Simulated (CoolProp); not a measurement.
Properties of CH2F2 (R32) along the isobar 0.101 MPa.

Model: reference Helmholtz-energy equation of state, Tillner-Roth 1997, in CoolProp.

```tsv
T (K)	phase	cp (kJ/(kg K))	expansivity (1/kK)	viscosity (µPa s)	conductivity (mW/(m K))	fugacity coefficient
247.3	gas	0.8199	4.487	11.0	10.1	0.9750
262.6	gas	0.8201	4.118	11.8	___	0.9803
278	gas	0.8287	3.823	12.5	12.2	0.9841
293.3	gas	0.8424	3.579	___	13.3	0.9870
308.6	gas	0.8596	3.371	13.8	14.4	0.9892
323.9	gas	___	3.191	14.5	15.7	0.9909
339.3	gas	0.9006	3.030	15.2	17.0	0.9923
354.6	gas	0.9230	2.887	15.9	___	0.9935
369.9	gas	0.9462	2.759	16.5	___	0.9944
385.2	gas	0.9698	2.642	17.2	21.3	0.9951
```

**Question.** Complete the blanks.

**Answer.** 
- 262.6, conductivity (mW/(m K)): 11.1
- 293.3, viscosity (µPa s): 13.1
- 323.9, cp (kJ/(kg K)): 0.8792
- 354.6, conductivity (mW/(m K)): 18.3
- 369.9, conductivity (mW/(m K)): 19.8

Viscosity comes from a separate model (Bell 2016), an estimate that may be off by 10 % or more. Thermal conductivity comes from a separate model (Huber 2003), an estimate that may be off by 10 % or more.
